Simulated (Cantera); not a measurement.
Transport properties of process gases

Gas mixture: 100 % C2H4, at 1000000 Pa, frozen composition.

Cantera's kinetic-theory transport with the Lennard-Jones parameters of GRI-Mech 3.0, ideal gas; thermal conductivity in the multicomponent form. The composition is frozen, though it would react at the higher temperatures.

```json
[
 {"T (K)": "400", "ρ (kg/m³)": "8.44", "cp (J/kg/K)": "1877", "μ (µPa s)": "13.3", "λ (mW/m/K)": "33.5", "Pr": "0.748", "D (cm²/s) C2H2": "0.0218", "D (cm²/s) H2": "0.104", "D (cm²/s) N2": "0.0276"},
 {"T (K)": "550", "ρ (kg/m³)": "6.13", "cp (J/kg/K)": "2380", "μ (µPa s)": "17.7", "λ (mW/m/K)": "56.3", "Pr": "0.750", "D (cm²/s) C2H2": "0.0394", "D (cm²/s) H2": "0.179", "D (cm²/s) N2": "0.0487"},
 {"T (K)": "700", "ρ (kg/m³)": "4.82", "cp (J/kg/K)": "2785", "μ (µPa s)": "21.7", "λ (mW/m/K)": "80.4", "Pr": "0.750", "D (cm²/s) C2H2": "0.0607", "D (cm²/s) H2": "0.270", "D (cm²/s) N2": "0.0740"},
 {"T (K)": "850", "ρ (kg/m³)": "3.97", "cp (J/kg/K)": "3081", "μ (µPa s)": "25.2", "λ (mW/m/K)": "104", "Pr": "0.750", "D (cm²/s) C2H2": "0.0854", "D (cm²/s) H2": "0.374", "D (cm²/s) N2": "0.103"},
 {"T (K)": "1000", "ρ (kg/m³)": "3.37", "cp (J/kg/K)": "3354", "μ (µPa s)": "28.5", "λ (mW/m/K)": "128", "Pr": "0.749", "D (cm²/s) C2H2": "0.113", "D (cm²/s) H2": "0.490", "D (cm²/s) N2": "0.136"},
 {"T (K)": "1150", "ρ (kg/m³)": "2.93", "cp (J/kg/K)": "3563", "μ (µPa s)": "31.5", "λ (mW/m/K)": "150", "Pr": "0.748", "D (cm²/s) C2H2": "0.144", "D (cm²/s) H2": "0.619", "D (cm²/s) N2": "0.172"}
]
```
D: mixture-averaged diffusion coefficient of that species in the mixture.
